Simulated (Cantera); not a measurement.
Charge: 1 mol BCl3, 0.17 mol O2, 53 mol H2, equilibrated at 973.15 K and 0.133 bar.

Method: chemical equilibrium by Gibbs-energy minimisation in Cantera with the NASA 1993 tables (ideal gas, pure condensed phases). Candidate condensed phases: B, B2O3, B3O3H3, H2O; 33 gas species. Gases not in the tables: BHCl2. The numbers say what is thermodynamically allowed, not how fast it happens.

Base state: H2 0.960, HCl 0.0311, BCl3 0.00722, B3O3H3 0.00122, B3O3Cl3 0.000866 (mole fractions); condensed: B(s).

### Question
What changes in the equilibrium state with this change: temperature from 973.15 K to 875 K?

### Answer
| species | before | after |
|---|---|---|
| H2 | 0.960 | 0.967 |
| HCl | 0.0311 | 0.0203 |
| BCl3 | 0.00722 | 0.0107 |
| B3O3Cl3 | 0.000866 | 0.00102 |
| B3O3H3 | 0.00122 | 0.00107 |
| B(s), mol | 0.269 | 0.0824 |

### Question
What changes in the equilibrium state with this change: temperature from 973.15 K to 1875 K?

### Answer
```tsv
species	before	after
H2	0.960	0.938
HCl	0.0311	0.0528
HBO	1.03e-6	0.00550
BCl3	0.00722	3.04e-5
BCl	<1e-9	0.00136
B3O3Cl3	0.000866	<1e-9
H	2.91e-9	0.00174
BO	<1e-9	0.000168
B(s), mol	0.269	0.568
```
The tables' values for BCl, BOCl, BH2, BCl2 are old estimates; treat these amounts as uncertain.

### Question
What changes in the equilibrium state with this change: O2 from 0.17 to 0.38 mol?

### Answer
```tsv
species	before	after
H2	0.960	0.958
HCl	0.0311	0.0326
BCl3	0.00722	0.00632
B3O3Cl3	0.000866	0.00125
B3O3H3	0.00122	0.00152
B(s), mol	0.269	0
B2O3(l), mol	0	0.103
```
